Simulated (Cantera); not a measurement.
Input (Python, Cantera) and output of one run.

```python
import numpy as np
import cantera as ct

gas_names = [...]  # 95 gases of nasa_gas.yaml made of C, F, H
cond_names = """
    C(gr) C6H6(L) C7H8(L) C8H18(L),n-octa
""".split()


# ... load() reads the species with a 1 bar reference pressure and builds the phases ...
atoms = {
    'CH2F2': {'C': 1, 'H': 2, 'F': 2},
    'H2': {'H': 2},
}
top_T = {'C(gr)': 4500}  # K; cautious upper limits of use, not melting points


# ... equilibrate(T, P, feed) seeds the gas with the atoms and calls Mixture.equilibrate('TP', solver="vcs", rtol=1e-11, max_steps=5000) ...
results = []
P = 3400  # Pa
for T in [2875, 2925, 2975, 3025, 3075, 3125, 3175, 3225, 3275, 3325]:
    for m in [0.45, 0.65, 0.94, 1.4, 2, 2.8, 4.1]:
        feed = {'CH2F2': 1, 'H2': m}  # mol
        mix = equilibrate(T, P, feed)
        results.append((T, P, feed, dict(zip(mix.species_names, mix.species_moles))))

for T, P, feed, n in results:
    print(f"{T:7g} {feed['H2']:10.4g}  " + (" + ".join(c for c in cond_names if n.get(c, 0) > 1e-12) or "gas only"))
```

Result:

```
   2875       0.45  C(gr)
   2875       0.65  C(gr)
   2875       0.94  C(gr)
   2875        1.4  C(gr)
   2875          2  C(gr)
   2875        2.8  C(gr)
   2875        4.1  C(gr)
   2925       0.45  C(gr)
   2925       0.65  C(gr)
   2925       0.94  C(gr)
   2925        1.4  C(gr)
   2925          2  C(gr)
   2925        2.8  C(gr)
   2925        4.1  C(gr)
   2975       0.45  C(gr)
   2975       0.65  C(gr)
   2975       0.94  C(gr)
   2975        1.4  C(gr)
   2975          2  C(gr)
   2975        2.8  C(gr)
   2975        4.1  C(gr)
   3025       0.45  C(gr)
   3025       0.65  C(gr)
   3025       0.94  C(gr)
   3025        1.4  C(gr)
   3025          2  C(gr)
   3025        2.8  C(gr)
   3025        4.1  C(gr)
   3075       0.45  C(gr)
   3075       0.65  C(gr)
   3075       0.94  C(gr)
   3075        1.4  C(gr)
   3075          2  C(gr)
   3075        2.8  C(gr)
   3075        4.1  gas only
   3125       0.45  C(gr)
   3125       0.65  C(gr)
   3125       0.94  C(gr)
   3125        1.4  C(gr)
   3125          2  C(gr)
   3125        2.8  gas only
   3125        4.1  gas only
   3175       0.45  C(gr)
   3175       0.65  C(gr)
   3175       0.94  C(gr)
   3175        1.4  gas only
   3175          2  gas only
   3175        2.8  gas only
   3175        4.1  gas only
   3225       0.45  gas only
   3225       0.65  gas only
   3225       0.94  gas only
   3225        1.4  gas only
   3225          2  gas only
   3225        2.8  gas only
   3225        4.1  gas only
   3275       0.45  gas only
   3275       0.65  gas only
   3275       0.94  gas only
   3275        1.4  gas only
   3275          2  gas only
   3275        2.8  gas only
   3275        4.1  gas only
   3325       0.45  gas only
   3325       0.65  gas only
   3325       0.94  gas only
   3325        1.4  gas only
   3325          2  gas only
   3325        2.8  gas only
   3325        4.1  gas only
```

Method: chemical equilibrium by Gibbs-energy minimisation in Cantera with the NASA 1993 tables (ideal gas, pure condensed phases).
